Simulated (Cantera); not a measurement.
Input (Python, Cantera):

```python
import numpy as np
import cantera as ct

surf = ct.Interface("diamond.yaml", "diamond_100")
gas, bulk = surf.adjacent["gas"], surf.adjacent["diamond"]
k = surf.kinetics_species_index(bulk.species_names[0])
cover = ["c6HH", "c6H*", "c6*H", "c6**", "c6HM", "c6B"]

rows, drift = [], 0.0
print(f"{'T':>10s}{'um/h':>11s}" + "".join(f"{s:>11s}" for s in cover))
for v in [950, 1025, 1100, 1175, 1250, 1325, 1400]:
    T, P, xH, xCH3 = v, 2500, 0.0085, 0.00083
    gas.TPX = T, P, {"H": xH, "CH3": xCH3, "CH4": 0.008, "H2": 1 - xH - xCH3 - 0.008}
    surf.TP = bulk.TP = T, P
    surf.coverages = "c6H*:0.1, c6HH:0.9"
    surf.advance_coverages(100.0)
    before = surf.coverages
    surf.advance_coverages(100.0)
    drift = max(drift, np.max(np.abs(surf.coverages - before) / (surf.coverages + 1e-9)))
    rate = surf.net_production_rates[k] * bulk.mean_molecular_weight / bulk.density * 3.6e9
    rows.append([rate, *surf[cover].coverages])
    print(f"{v:10.4g}{rate:11.4e}" + "".join(f"{x:11.3e}" for x in rows[-1][1:]))
```

Output:

```
         T       um/h       c6HH       c6H*       c6*H       c6**       c6HM        c6B
       950 7.7981e+00  5.941e-01  1.305e-02  3.091e-01  6.033e-03  5.963e-02  2.116e-08
      1025 1.0619e+01  5.418e-01  1.939e-02  3.697e-01  1.063e-02  4.149e-02  2.882e-08
      1100 1.1101e+01  4.942e-01  2.687e-02  4.252e-01  1.719e-02  2.384e-02  3.012e-08
      1175 7.7194e+00  4.505e-01  3.519e-02  4.729e-01  2.583e-02  9.045e-03  2.095e-08
      1250 4.8048e+00  4.075e-01  4.357e-02  5.072e-01  3.612e-02  2.448e-03  1.304e-08
      1325 4.1156e+00  3.682e-01  5.169e-02  5.298e-01  4.767e-02  6.054e-04  1.117e-08
      1400 3.9898e+00  3.344e-01  5.948e-02  5.441e-01  6.028e-02  1.483e-04  1.083e-08
```

Detailed kinetics in Cantera: the Harris–Goodwin 1993 mechanism for the reconstructed diamond (100) surface.
